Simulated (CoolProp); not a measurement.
A closed Brayton cycle with nitrogen: compressor inlet 325.15 K and 3.4 MPa, high pressure 8.11 MPa, turbine inlet 845 K, compressor efficiency 0.85, turbine efficiency 0.9, recuperator effectiveness 0.9 (on enthalpy, no pinch check). Each further row changes one setting.

The numbers come from the reference Helmholtz-energy equation of state, Span 2000 in CoolProp.

| case | thermal efficiency (%) | net work (kJ/kg) | compressor to turbine work | compressor exit (K) | turbine exit (K) |
|---|---|---|---|---|---|
| as stated | 31.1 | 65.1 | 0.64 | 433.9 | 687.4 |
| turbine inlet 795 K | 28.0 | 54.4 | 0.68 | 433.9 | 645.3 |
| compressor inlet 335.15 K | 29.6 | 61.5 | 0.66 | 447.1 | 687.4 |
| high pressure 6.89 MPa | 31.7 | 58.2 | 0.61 | 411.4 | 714.7 |
| recuperator effectiveness 0.5 | 20.4 | 65.1 | 0.64 | 433.9 | 687.4 |
